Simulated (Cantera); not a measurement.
Feed: 1 mol Ti(OiPr)₄, 0.12 mol O₂, 330 mol H₂, at 1102 °C and 1.30 mbar.

Equilibrium computed with Cantera from the NASA thermochemical tables; the gas is ideal and each condensed phase is pure. Candidate condensed phases: C, C₆H₆, C₇H₈, C₈H₁₈, H₂O, Ti, TiC, TiO, TiO₂, Ti₂O₃, Ti₃O₅, Ti₄O₇; 113 gas species. The feed counts by its element totals alone. TiC: taken at fixed stoichiometry. The numbers say what is thermodynamically allowed, not how fast it happens.

Problem. What is the equilibrium state?

Solution. 
```
Item                                    Result
-----------------------------------  ---------
x(H₂)                                    0.988
x(CO)                                   0.0122
x(H)                                   9.44e-5
x(CH₄)                                 6.31e-6
x(C₂H₂ (acetylene))                    1.76e-6
n(C(graphite))                        6.76 mol
n(TiC(s))                             1.00 mol
gas amount                           348.3 mol
log10 activity of Ti(β) (absent)         -6.37
log10 activity of Ti₂O₃(s) (absent)     -10.21
log10 activity of Ti₃O₅(s) (absent)     -16.96
```
